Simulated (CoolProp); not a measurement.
Vapour-liquid equilibrium of CHF3 (R23) (1) + C2F6 (R116) (2) at 0.689 bar; x and y are mole fractions of (1).

The numbers come from the multi-fluid Helmholtz-energy mixture model, Penoncello 2003 and Lemmon 2006; pair parameters Bell 2016 in CoolProp.

Give the bubble temperature and the first vapour's composition at x = 0.05, 0.25, 0.45. Is there an azeotrope?

x = 0.05: -88.5 °C, y = 0.223; x = 0.25: -93.4 °C, y = 0.495; x = 0.45: -94.0 °C, y = 0.548. y crosses x between x = 0.55 and 0.65: the model has an azeotrope there.

The pair parameters rest on a limited set of measurements; away from them the model extrapolates.
